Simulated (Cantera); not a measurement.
Input: 1 mol Si₃H₈, 440 mol H₂, 0.0094 mol Cl₂, at 4.20 mbar.

These are equilibrium values from Cantera (NASA tables, ideal gas, pure condensed phases), not measurements of a reactor. Candidate condensed phases: Si; 19 gas species. The feed counts by its element totals alone. Equilibrium is a limit: real reactors are often held back by kinetics, nucleation or transport. All values below are at 1350 K.

Base state: H₂ 1.000, HCl 4.23e-5, H 3.68e-5 (mole fractions); condensed: Si(s).

What changes in the equilibrium state with this change: Si₃H₈ replaced by SiHCl₃?


| species | before | after |
|---|---|---|
| H₂ | 1.000 | 0.993 |
| HCl | 4.23e-5 | 0.00658 |
| SiCl₂ | 5.04e-9 | 0.000123 |
| H | 3.68e-5 | 3.66e-5 |
| Si(s), mol | 3.00 | 0.945 |
